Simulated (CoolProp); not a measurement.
A single-stage vapour-compression cycle with the fluid: evaporating at 268.15 K (dew point), condensing at 299.15 K (bubble point), superheat 5 K, subcooling 5 K, compressor efficiency 0.7, no pressure losses. The same conditions are run with several fluids, on thermodynamics alone (safety and materials aside).

Model: reference Helmholtz-energy equation of state of each fluid (dimethyl ether: Wu 2011; C3F8 (R218): Lemmon 2006; hydrogen chloride: Thol 2018; propylene: Lemmon 2013; R365MFC: Lemmon 2016; neopentane: Lemmon 2006), in CoolProp.

```csv
fluid,cooling COP,pressure ratio,discharge temperature (K),refrigerating effect (kJ/kg),volumetric capacity (kJ/m³)
dimethyl ether,5.54,2.72,326.5,387,___
C3F8 (R218),4.93,2.54,299.4,67.7,___
hydrogen chloride,4.68,2.14,351.5,276,___
propylene,5.35,2.36,321.4,328,3400
R365MFC,___,4.14,307.3,178,___
neopentane,5.54,3.05,306.3,___,526
```

### Question
Fill in the missing entries.

### Answer

- dimethyl ether, volumetric capacity (kJ/m³): 1860
- C3F8 (R218), volumetric capacity (kJ/m³): 2220
- hydrogen chloride, volumetric capacity (kJ/m³): 12800
- R365MFC, cooling COP: 5.59
- R365MFC, volumetric capacity (kJ/m³): 168
- neopentane, refrigerating effect (kJ/kg): 277
